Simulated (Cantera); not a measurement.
Input (Python, Cantera) and output of one run.

```python
import numpy as np
import cantera as ct

gas_names = """
    N NO NO2 NO3 N2 N2O O O2 O3 Pb PbO Pb2
""".split()
cond_names = """
    Pb(cr) Pb(L) PbO(rd) PbO(yw) PbO(L) PbO2(s) Pb3O4(s)
""".split()


# ... load() reads the species with a 1 bar reference pressure and builds the phases ...
atoms = {
    'PbO': {'Pb': 1, 'O': 1},
    'O2': {'O': 2},
    'N2': {'N': 2},
}
top_T = {'Pb3O4(s)': 820}  # K; cautious upper limits of use, not melting points


# ... equilibrate(T, P, feed) seeds the gas with the atoms and calls Mixture.equilibrate('TP', solver="vcs", rtol=1e-11, max_steps=5000) ...
results = []
feed = {'PbO': 1, 'O2': 2.1, 'N2': 0.19}  # mol
P = 35000  # Pa
for T in [673, 773, 873, 973, 1073, 1173, 1273, 1373, 1473]:
    mix = equilibrate(T, P, feed)
    results.append((T, P, feed, dict(zip(mix.species_names, mix.species_moles))))
    x = sorted(zip(gas.X, gas.species_names), reverse=True)
    print(f"T = {T:g} K  P = {P:g} Pa  gas = {mix.phase_moles(0):.4g} mol")
    print("   x: " + "  ".join(f"{s} {v:.3e}" for v, s in x if v > 1e-05))
    print("   condensed (mol): " + ("  ".join(f"{mix.phase(i).name} {mix.phase_moles(i):.4g}"
          for i in range(1, mix.n_phases) if mix.phase_moles(i) > 1e-12) or "none"))
```

Result:

```
T = 673 K  P = 35000 Pa  gas = 2.29 mol
   x: O2 9.170e-01  N2 8.297e-02
   condensed (mol): PbO(rd) 1
T = 773 K  P = 35000 Pa  gas = 2.29 mol
   x: O2 9.170e-01  N2 8.297e-02
   condensed (mol): PbO(yw) 1
T = 873 K  P = 35000 Pa  gas = 2.29 mol
   x: O2 9.170e-01  N2 8.297e-02
   condensed (mol): PbO(yw) 1
T = 973 K  P = 35000 Pa  gas = 2.29 mol
   x: O2 9.170e-01  N2 8.296e-02  NO 1.563e-05
   condensed (mol): PbO(yw) 1
T = 1073 K  P = 35000 Pa  gas = 2.29 mol
   x: O2 9.170e-01  N2 8.295e-02  NO 4.481e-05
   condensed (mol): PbO(yw) 1
T = 1173 K  P = 35000 Pa  gas = 2.29 mol
   x: O2 9.169e-01  N2 8.291e-02  PbO 1.103e-04  NO 1.073e-04
   condensed (mol): PbO(L) 0.9997
T = 1273 K  P = 35000 Pa  gas = 2.292 mol
   x: O2 9.162e-01  N2 8.279e-02  PbO 7.988e-04  NO 2.240e-04
   condensed (mol): PbO(L) 0.9982
T = 1373 K  P = 35000 Pa  gas = 2.3 mol
   x: O2 9.129e-01  N2 8.240e-02  PbO 4.254e-03  NO 4.186e-04  Pb 1.458e-05
   condensed (mol): PbO(L) 0.9902
T = 1473 K  P = 35000 Pa  gas = 2.332 mol
   x: O2 9.003e-01  N2 8.112e-02  PbO 1.776e-02  NO 7.106e-04  Pb 1.299e-04
   condensed (mol): PbO(L) 0.9583
```

Cantera equilibrium calculation (NASA polynomials, part measured and part estimated; ideal gas, pure solids and liquids). Gases not in the tables: (PbO)n polymers.
